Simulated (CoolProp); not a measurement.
Saturation properties of R21 (Tc = 452.7 K, pc = 5.289 MPa, ω = 0.206).

The numbers come from the reference Helmholtz-energy equation of state, Platzer 1990 in CoolProp. This equation is an older, rougher fit; its heat capacities, sound speeds and derivatives of the liquid may be far off and weren't checked against measurements.

```csv
T (K),p (MPa),liquid density (kg/m³),vapour density (kg/m³),enthalpy of vaporisation (kJ/kg)
264.1,0.04786,1446,2.293,248.7
273.3,0.07137,1425,3.327,244.1
282.5,0.1033,1404,4.696,239.2
291.7,0.1454,1383,6.471,234.1
300.9,0.2000,1361,8.725,228.7
310,0.2682,1339,11.51,223.2
319.2,0.3539,1315,14.98,217.4
328.4,0.4589,1291,19.21,211.3
337.6,0.5856,1266,24.32,205.0
346.8,0.7368,1240,30.44,198.3
355.9,0.9128,1213,37.66,191.4
365.1,1.120,1185,46.32,184.0
374.3,1.361,1154,56.61,176.1
```

It boils at 282.0 K under 1 atm.
